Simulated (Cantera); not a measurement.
A perfectly stirred reactor is fed with CO : H₂ : CH₄ : O₂ : N₂ : H₂O = 1 : 0.14 : 0.088 : 0.439 : 1.65 : 0.13 (molar parts), equivalence ratio 1.7, at 4430 Torr; it is adiabatic with a 525 K inlet, and is followed from long to short residence time, starting on the burning branch (τ in s: 0.19, 0.075, 0.03, 0.012, 0.0049, 0.002, 0.00079, 0.00032, 0.00013, 5.1e-05).

Model: GRI-Mech 3.0 (53 species, 325 reactions), integrated in Cantera.

Problem. What does this change do: 0.055 parts CO2 added?

Solution. 
| quantity | before | after |
|---|---|---|
| blow-out, bracketed by the residence times tried | burning at 51.0 µs, the shortest tried | burning at 51.0 µs, the shortest tried |
| x(CO) at τ = 0.190 s | 0.171 | 0.169 |
| x(H₂) at τ = 0.190 s | 0.0217 | 0.0202 |
| x(CH₄) at τ = 0.190 s | 1.59e-6 | 2.07e-6 |
| x(NO) at τ = 0.190 s | 0.000102 | 8.14e-5 |
| x(OH) at τ = 0.190 s | 0.000452 | 0.000378 |
| x(CO) at τ = 2.00 ms | 0.172 | 0.170 |
| x(H₂) at τ = 2.00 ms | 0.0217 | 0.0202 |
| x(CH₄) at τ = 2.00 ms | 1.37e-5 | 1.48e-5 |
| x(NO) at τ = 2.00 ms | 0.000175 | 0.000149 |
| x(OH) at τ = 2.00 ms | 0.00184 | 0.00173 |

Problem. What does this change do: pressure from 4430 Torr to 760 Torr?

Solution. 
```
quantity                                                                          before                                   after
------------------------------------------------  --------------------------------------  --------------------------------------
blow-out, bracketed by the residence times tried  burning at 51.0 µs, the shortest tried  burning at 51.0 µs, the shortest tried
x(CO) at τ = 0.190 s                                                               0.171                                   0.171
x(H₂) at τ = 0.190 s                                                              0.0217                                  0.0217
x(CH₄) at τ = 0.190 s                                                            1.59e-6                                 1.15e-6
x(NO) at τ = 0.190 s                                                            0.000102                                0.000257
x(OH) at τ = 0.190 s                                                            0.000452                                 0.00140
x(CO) at τ = 2.00 ms                                                               0.172                                   0.175
x(H₂) at τ = 2.00 ms                                                              0.0217                                  0.0232
x(CH₄) at τ = 2.00 ms                                                            1.37e-5                                 1.26e-5
x(NO) at τ = 2.00 ms                                                            0.000175                                0.000129
x(OH) at τ = 2.00 ms                                                             0.00184                                 0.00590
```

Problem. What does this change do: inlet temperature 525 to 700 K?

Solution. 
| quantity | before | after |
|---|---|---|
| blow-out, bracketed by the residence times tried | burning at 51.0 µs, the shortest tried | burning at 51.0 µs, the shortest tried |
| x(CO) at τ = 0.190 s | 0.171 | 0.172 |
| x(H₂) at τ = 0.190 s | 0.0217 | 0.0206 |
| x(CH₄) at τ = 0.190 s | 1.59e-6 | 4.55e-7 |
| x(NO) at τ = 0.190 s | 0.000102 | 0.000269 |
| x(OH) at τ = 0.190 s | 0.000452 | 0.000969 |
| x(CO) at τ = 2.00 ms | 0.172 | 0.173 |
| x(H₂) at τ = 2.00 ms | 0.0217 | 0.0207 |
| x(CH₄) at τ = 2.00 ms | 1.37e-5 | 9.35e-6 |
| x(NO) at τ = 2.00 ms | 0.000175 | 0.000290 |
| x(OH) at τ = 2.00 ms | 0.00184 | 0.00245 |
